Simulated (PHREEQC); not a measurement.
Solution (25 °C): 0.001 mol/kgw H2SO4, 0.054 mol/kgw Na2CO3 and 3.2e-05 mol/kgw Na3PO4. Closed to the air; pH follows from the charge balance.

Model: ion-association model, phreeqc.dat, run in PHREEQC.

- pH = 10.99
- ionic strength = 0.121 mol/kgw
- specific conductance = 7480 µS/cm
- density = 1.003 g/cm³
- total alkalinity = 106 meq/kg

```csv
species,molality,activity,log γ
Na+,0.0888,0.0687,-0.111
CO3-2,0.0316,0.0115,-0.439
NaCO3-,0.0191,0.0147,-0.113
HCO3-,0.00321,0.00249,-0.110
OH-,0.00133,0.000993,-0.127
SO4-2,0.000866,0.000302,-0.457
NaSO4-,0.000134,0.000104,-0.110
NaHCO3,9.37e-5,9.63e-5,0.012
HPO4-2,2.55e-5,8.99e-6,-0.452
PO4-3,4.98e-6,3.99e-7,-1.097
NaHPO4-,1.55e-6,1.20e-6,-0.110
CO2,5.55e-8,5.71e-8,0.012
H2PO4-,1.90e-9,1.47e-9,-0.110
```

Precipitation was switched off in this run. Species that the database lacks are ignored.
